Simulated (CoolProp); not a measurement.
Vapour-liquid equilibrium of m-xylene (1) + n-nonane (2) at 0.00136 MPa; x and y are mole fractions of (1).

Model: multi-fluid Helmholtz-energy mixture model, Zhou 2012 and Lemmon 2006; pair parameters Bell 2016, in CoolProp.

```json
[
 {"x": "0.05", "bubble temperature, mixture model (°C)": "37.7", "bubble temperature, Raoult's law (°C)": "38.6", "y, mixture model": "0.129", "y, Raoult's law": "0.087"},
 {"x": "0.15", "bubble temperature, mixture model (°C)": "35.3", "bubble temperature, Raoult's law (°C)": "37.3", "y, mixture model": "0.316", "y, Raoult's law": "0.243"},
 {"x": "0.25", "bubble temperature, mixture model (°C)": "33.5", "bubble temperature, Raoult's law (°C)": "36.0", "y, mixture model": "0.446", "y, Raoult's law": "0.378"},
 {"x": "0.35", "bubble temperature, mixture model (°C)": "32.2", "bubble temperature, Raoult's law (°C)": "34.8", "y, mixture model": "0.542", "y, Raoult's law": "0.497"},
 {"x": "0.45", "bubble temperature, mixture model (°C)": "31.2", "bubble temperature, Raoult's law (°C)": "33.7", "y, mixture model": "0.620", "y, Raoult's law": "0.601"},
 {"x": "0.55", "bubble temperature, mixture model (°C)": "30.4", "bubble temperature, Raoult's law (°C)": "32.6", "y, mixture model": "0.687", "y, Raoult's law": "0.694"},
 {"x": "0.65", "bubble temperature, mixture model (°C)": "29.7", "bubble temperature, Raoult's law (°C)": "31.6", "y, mixture model": "0.749", "y, Raoult's law": "0.776"},
 {"x": "0.75", "bubble temperature, mixture model (°C)": "29.2", "bubble temperature, Raoult's law (°C)": "30.7", "y, mixture model": "0.812", "y, Raoult's law": "0.849"},
 {"x": "0.85", "bubble temperature, mixture model (°C)": "28.8", "bubble temperature, Raoult's law (°C)": "29.7", "y, mixture model": "0.879", "y, Raoult's law": "0.914"},
 {"x": "0.95", "bubble temperature, mixture model (°C)": "28.5", "bubble temperature, Raoult's law (°C)": "28.9", "y, mixture model": "0.956", "y, Raoult's law": "0.973"}
]
```

The largest gap from Raoult's law is -2.6 K in bubble temperature, at x = 0.35. No azeotrope shows between x = 0.05 and 0.95.

Pair parameters are fitted to limited data, so mixtures are less certain than the pure fluids.
